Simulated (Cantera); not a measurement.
Reactions in the system C-H-N-Ta

Cantera with NASA thermochemical tables; ideal gases at 1 bar, condensed phases pure. Values are per mole of reaction as written; species without (g) are pure solids or liquids, kept so even where they would boil at 1 bar. TaC: taken at fixed stoichiometry.

2 TaC + 4 CH3(g) = 2 Ta + 3 C2H4(g)

| T (K) | ΔH° (kJ) | ΔS° (J/K) | ΔG° (kJ) | log10 K |
|---|---|---|---|---|
| 300 | -142.0 | -120.2 | -105.9 | 18.45 |
| 1098 | -155.4 | -149.6 | 8.9 | -0.42 |
| 1248 | -155.0 | -149.3 | 31.3 | -1.31 |
| 1398 | -154.4 | -148.8 | 53.7 | -2.00 |
| 1548 | -153.7 | -148.3 | 75.9 | -2.56 |
| 1698 | -152.8 | -147.8 | 98.2 | -3.02 |
| 1848 | -151.9 | -147.3 | 120.3 | -3.40 |

2 N(g) + H2(g) + 2 TaC = 2 HCN(g) + 2 Ta

```tsv
T (K)	ΔH° (kJ)	ΔS° (J/K)	ΔG° (kJ)	log10 K
300	-387.2	-35.6	-376.5	65.56
1098	-403.9	-63.6	-334.0	15.89
1248	-406.3	-65.7	-324.3	13.57
1398	-408.7	-67.5	-314.3	11.74
1548	-411.0	-69.1	-304.1	10.26
1698	-413.3	-70.5	-293.6	9.03
1848	-415.5	-71.7	-282.9	8.00
```
